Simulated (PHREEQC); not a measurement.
Dissolve 4.4 mmol/kgw Cu(NO3)2, 0.33 mmol/kgw KCl and 0.56 mmol/kgw HNO3 at 25 °C. Closed to the air; pH follows from the charge balance.

Equilibrium calculation in PHREEQC: ion-association model, phreeqc.dat.

The ionic strength comes out as 0.0141 mol/kgw. What activity coefficients do Cl-, Cu+2, H+, NO3-, CuCl+ get?

Cl- 0.89, Cu+2 0.64, H+ 0.90, NO3- 0.88, CuCl+ 0.89.

No solid was allowed to form.
